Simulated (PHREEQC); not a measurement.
Make-up at 25 °C: 4 mmol/kgw FeCl3 and 48 mmol/kgw LiNO3. Closed to the air; pH follows from the charge balance.

Model: ion-association model, phreeqc.dat, run in PHREEQC.

No solid was allowed to form.

Q: What pH does the model give?

A: pH 2.62.

Q: In which forms is Cl present?

A: Cl- 99 %, FeCl+2 1.4 % of the Cl.

Examples of supersaturated solids here: Hematite (slow to form), Goethite (slow to form). Others may be too.
